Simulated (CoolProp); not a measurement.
Properties of normal hydrogen along the isobar 2.95 bar (Tc = -240.0 °C, pc = 12.96 bar, ω = -0.219).

Model: reference Helmholtz-energy equation of state, Leachman 2009, in CoolProp.

```tsv
T (°C)	phase	isothermal compressibility (1/MPa)	expansivity (1/kK)	viscosity (µPa s)
-252.45	liquid	0.01958	16.72	13.3
-225.25	gas	3.484	22.63	2.34
-198.05	gas	3.408	13.64	3.34
-170.85	gas	3.391	9.871	4.20
-143.75	gas	3.386	7.761	4.97
-116.55	gas	3.384	6.397	5.69
-89.35	gas	3.383	5.443	6.37
-62.15	gas	3.383	4.738	7.01
-34.95	gas	3.383	4.195	7.62
-7.75	gas	3.384	3.765	8.21
19.35	gas	3.384	3.415	8.78
46.55	gas	3.384	3.125	9.34
```

Viscosity comes from a separate model (Muzny 2013).
